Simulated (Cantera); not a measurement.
# Thermodynamics of silicon nitride deposition, feed SiHCl3 + N2 + H2

Input: 1 mol SiHCl3, 49 mol N2, a varied amount of H2, at 33.0 Torr.

Cantera equilibrium calculation (NASA polynomials, part measured and part estimated; ideal gas, pure solids and liquids). Candidate condensed phases: NH4Cl, Si, Si3N4; 28 gas species. N2 is the only nitrogen source here; it is nearly inert below about 1500 K, so the nitride shown seldom forms there in practice. The tables' values for SiCl3 are old estimates. Equilibrium is a limit: real reactors are often held back by kinetics, nucleation or transport.

Problem. Map the stable condensed phases over T = 700, 850, 1000, 1150, 1300, 1450, 1600, 1750, 1900, 2050 K and n(H2) in mol = 0.29, 0.46, 0.72, 1.1, 1.8, 2.8, 4.4, 6.9, 11, 17, 27, 42.

Solution. 
```
T in K \ n(H2) in mol
         0.29 0.46 0.72  1.1  1.8  2.8  4.4  6.9   11   17   27   42
   2050     A    A    A    A    A    A    B    B    B    B    B    B
   1900     A    A    A    A    A    A    B    B    B    B    B    B
   1750     A    A    C    C    C    C    C    C    C    C    C    C
   1600     C    C    C    C    C    C    C    C    C    C    C    C
   1450     C    C    C    C    C    C    C    C    C    C    C    C
   1300     C    C    C    C    C    C    C    C    C    C    C    C
   1150     C    C    C    C    C    C    C    C    C    C    C    C
   1000     C    C    C    C    C    C    C    C    C    C    C    C
    850     C    C    C    C    C    C    C    C    C    C    C    C
    700     C    C    C    C    C    C    C    C    C    C    C    C
```
A: gas only; B: Si; C: Si3N4.
